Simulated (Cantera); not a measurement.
## Thermodynamics of carbothermic reduction, feed MgO + CH4 + H2

Charge: 1 mol MgO, 3.9 mol CH4, 0.31 mol H2, at 2073 K and 0.00133 bar.

These are equilibrium values from Cantera (NASA tables, ideal gas, pure condensed phases), not measurements of a reactor. Candidate condensed phases: C, C6H6, C7H8, C8H18, H2O, Mg, MgCO3, MgO, Mg(OH)2; 116 gas species. The tables' values for MgH are old estimates; treat these amounts as uncertain. Rates play no part.

The x(H2) comes out as 0.745. The x(CO) is 0.0958 and the x(Mg) is 0.0958. The x(H) is 0.0622 and the x(C2H2 (acetylene)) comes out as 0.000913. The x(MgH) is 4.90e-5, the x(C2H) is 1.81e-6 and the n(C(graphite)) comes out as 2.88 mol. The gas amount is 10.43 mol. The log10 activity of Mg(l) (absent) is -5.52.
